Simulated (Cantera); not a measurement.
A closed system holds: 1 mol Pb, 1.8 mol NH3, 2.3 mol N2, equilibrated at 2073 K and 0.100 bar.

Cantera equilibrium calculation (NASA polynomials, part measured and part estimated; ideal gas, pure solids and liquids). Candidate condensed phases: Pb; 11 gas species. Kinetics and transport are ignored.

Base state: N2 0.463, H2 0.388, Pb 0.145, H 0.00518 (mole fractions); condensed: gas only.

Task: What changes in the equilibrium state with this change: pressure from 0.100 bar to 56.0 Pa?

Result: 
```csv
species,before,after
N2,0.463,0.449
H2,0.388,0.346
Pb,0.145,0.140
H,0.00518,0.0654
```

Task: What changes in the equilibrium state with this change: temperature from 2073 K to 875 K?

Result: 
```
species      before    after
----------  -------  -------
N2            0.463    0.542
H2            0.388    0.458
NH3         2.93e-7  3.40e-5
Pb            0.145  6.74e-6
H           0.00518    <1e-9
Pb(l), mol        0    1.000
```
